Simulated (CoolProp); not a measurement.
Vapour pressure (kPa) of decamethyltetrasiloxane (MD2M): the reference equation beside estimates from Tc = 326.2 °C, pc = 1144 kPa, ω = 0.635. Clausius-Clapeyron is anchored at 207.25 °C with a constant enthalpy of vaporisation of 38.75 kJ/mol.

Values from CoolProp's reference Helmholtz-energy equation of state, Thol 2017.

```json
[
 {"T (°C)": "187.55", "reference": "85.45", "Lee-Kesler": "85.10", "Clausius-Clapeyron": "90.36", "Redlich-Kwong": "210.1", "Soave-Redlich-Kwong": "85.81"},
 {"T (°C)": "197.45", "reference": "108.9", "Lee-Kesler": "108.5", "Clausius-Clapeyron": "111.8", "Redlich-Kwong": "245.8", "Soave-Redlich-Kwong": "109.6"},
 {"T (°C)": "207.25", "reference": "136.8", "Lee-Kesler": "136.3", "Clausius-Clapeyron": "136.8", "Redlich-Kwong": "285.0", "Soave-Redlich-Kwong": "138.0"},
 {"T (°C)": "217.05", "reference": "169.9", "Lee-Kesler": "169.3", "Clausius-Clapeyron": "166.1", "Redlich-Kwong": "328.4", "Soave-Redlich-Kwong": "171.9"},
 {"T (°C)": "226.95", "reference": "209.2", "Lee-Kesler": "208.7", "Clausius-Clapeyron": "200.5", "Redlich-Kwong": "376.6", "Soave-Redlich-Kwong": "212.3"},
 {"T (°C)": "236.75", "reference": "254.7", "Lee-Kesler": "254.2", "Clausius-Clapeyron": "239.8", "Redlich-Kwong": "428.8", "Soave-Redlich-Kwong": "259.1"},
 {"T (°C)": "246.55", "reference": "307.3", "Lee-Kesler": "307.2", "Clausius-Clapeyron": "285.0", "Redlich-Kwong": "485.7", "Soave-Redlich-Kwong": "313.5"},
 {"T (°C)": "256.45", "reference": "368.6", "Lee-Kesler": "368.9", "Clausius-Clapeyron": "337.0", "Redlich-Kwong": "548.1", "Soave-Redlich-Kwong": "377.0"},
 {"T (°C)": "266.25", "reference": "438.1", "Lee-Kesler": "439.2", "Clausius-Clapeyron": "395.4", "Redlich-Kwong": "614.9", "Soave-Redlich-Kwong": "449.1"},
 {"T (°C)": "276.05", "reference": "517.4", "Lee-Kesler": "519.7", "Clausius-Clapeyron": "461.3", "Redlich-Kwong": "687.0", "Soave-Redlich-Kwong": "531.2"},
 {"T (°C)": "285.95", "reference": "608.6", "Lee-Kesler": "612.5", "Clausius-Clapeyron": "536.1", "Redlich-Kwong": "765.3", "Soave-Redlich-Kwong": "625.2"}
]
```

Absolute difference from the reference over all 11 rows, mean and median: Lee-Kesler 0.3 and 0.4 %, Clausius-Clapeyron 6.3 and 5.9 %, Redlich-Kwong 75.2 and 68.4 %, Soave-Redlich-Kwong 1.7 and 1.7 %.
